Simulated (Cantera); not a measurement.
A perfectly stirred reactor is fed with 0.560 % CH4, 4.55 % O2, 94.9 % N2, at 7500 Torr; it is held at 1175 K, and followed from long to short residence time.

Cantera simulation using GRI-Mech 3.0 (53 species, 325 reactions); the numbers are that mechanism's predictions, not measurements.

One state of this run: x CH4 = 0.000310; x O2 = 0.0358; x CO = 0.00148; x H2O2 = 9.20e-7; x C2H2 = 1.07e-7; x O = 2.15e-7; x H = 3.98e-8. x: mole fraction; the columns are a selection and need not sum to one.

Problem. Which value of τ (s) does it belong to?
A) 0.097
B) 0.015
C) 0.0091
D) 0.024

Solution. A, 0.097
